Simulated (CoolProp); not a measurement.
A Linde-Hampson liquefier for ethylene: isothermal reversible compression at 300 K from 1 atm to 40 MPa, throttling to 1 atm, return gas leaving the recuperator 5 K below the feed. Each further row changes one setting.

Computed with CoolProp (reference Helmholtz-energy equation of state, Smukala 2000).

| case | liquid yield per pass | compression work (kJ/kg of gas) |
|---|---|---|
| as stated | 0.470 | 420 |
| high pressure 80 MPa | … | … |
| warm-end temperature 330 K | … | 492 |
| warm-end gap 10 K | … | 420 |

Fill in the missing entries.


- high pressure 80 MPa, liquid yield per pass: 0.418
- high pressure 80 MPa, compression work (kJ/kg of gas): 503
- warm-end temperature 330 K, liquid yield per pass: 0.398
- warm-end gap 10 K, liquid yield per pass: 0.463
